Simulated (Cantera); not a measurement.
An adiabatic, constant-volume homogeneous reactor starts with CH₄ : O₂ : N₂ : CO₂ = 1 : 0.952 : 3.58 : 1.3 (molar parts), at 1448 K and 101000 Pa. Integrator tolerance rtol = 1e-08.

Model: GRI-Mech 3.0 (53 species, 325 reactions), integrated in Cantera.

Problem. What does this change do: initial temperature 1448 to 1048 K?

Solution. 
```
quantity                                                              before                                     after
---------------------------------  -----------------------------------------  ----------------------------------------
time of steepest temperature rise                                    3.87 ms                               not reached
temperature at 0.300 s                                                2377 K                                    1049 K
equilibrium temperature                                               2377 K                                    2022 K
x(CH₄) at 0.300 s                  6.55e-12 (gas-phase equilibrium 7.33e-12)    0.146 (gas-phase equilibrium 9.28e-11)
x(O₂) at 0.300 s                     4.01e-5 (gas-phase equilibrium 4.01e-5)     0.139 (gas-phase equilibrium 3.08e-7)
x(CO₂) at 0.300 s                      0.0933 (gas-phase equilibrium 0.0933)      0.190 (gas-phase equilibrium 0.1000)
x(CH₂) at 0.300 s                      <1e-12 (gas-phase equilibrium <1e-12)     <1e-12 (gas-phase equilibrium <1e-12)
x(CH₂O) at 0.300 s                   1.02e-8 (gas-phase equilibrium 1.02e-8)  0.000119 (gas-phase equilibrium 1.30e-8)
x(CH₃) at 0.300 s                  4.81e-12 (gas-phase equilibrium 5.38e-12)  1.85e-6 (gas-phase equilibrium 8.50e-12)
x(OH) at 0.300 s                     0.00131 (gas-phase equilibrium 0.00131)  4.77e-10 (gas-phase equilibrium 8.71e-5)
```

Problem. What does this change do: CO2 1.3 to 3.5 parts?

Solution. 
```tsv
quantity	before	after
time of steepest temperature rise	3.87 ms	6.15 ms
temperature at 0.300 s	2377 K	2096 K
equilibrium temperature	2377 K	2096 K
x(CH₄) at 0.300 s	6.55e-12 (gas-phase equilibrium 7.33e-12)	1.04e-12 (gas-phase equilibrium 1.12e-12)
x(O₂) at 0.300 s	4.01e-5 (gas-phase equilibrium 4.01e-5)	1.03e-5 (gas-phase equilibrium 1.02e-5)
x(CO₂) at 0.300 s	0.0933 (gas-phase equilibrium 0.0933)	0.263 (gas-phase equilibrium 0.263)
x(CH₂) at 0.300 s	<1e-12 (gas-phase equilibrium <1e-12)	<1e-12 (gas-phase equilibrium <1e-12)
x(CH₂O) at 0.300 s	1.02e-8 (gas-phase equilibrium 1.02e-8)	2.98e-9 (gas-phase equilibrium 2.98e-9)
x(CH₃) at 0.300 s	4.81e-12 (gas-phase equilibrium 5.38e-12)	<1e-12 (gas-phase equilibrium <1e-12)
x(OH) at 0.300 s	0.00131 (gas-phase equilibrium 0.00131)	0.000313 (gas-phase equilibrium 0.000312)
```
